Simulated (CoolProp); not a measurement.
A single-stage vapour-compression cycle with R410A: evaporating at 259.15 K (dew point), condensing at 279.15 K (bubble point), superheat 2 K, subcooling 0 K, compressor efficiency 0.85, no pressure losses. Each further row changes one setting.

The numbers come from the reference Helmholtz-energy equation of state, Lemmon 2003 in CoolProp. It is a pseudo-pure fit of the blend.

| case | cooling COP | pressure ratio | discharge temperature (K) | refrigerating effect (kJ/kg) | volumetric capacity (kJ/m³) |
|---|---|---|---|---|---|
| as stated | 9.82 | 1.94 | 294.4 | 209 | 3950 |
| evaporating temperature 264.15 K | 13.6 | 1.63 | 290.8 | 211 | 4730 |
| condensing temperature 274.15 K | 13.4 | 1.66 | 286.3 | 217 | 4090 |
| subcooling 5 K | 10.2 | 1.94 | 294.4 | 217 | 4090 |
| superheat 12 K | 9.68 | 1.94 | 305.1 | 219 | 3900 |
| compressor efficiency 0.75 | 8.66 | 1.94 | 297.1 | 209 | 3950 |
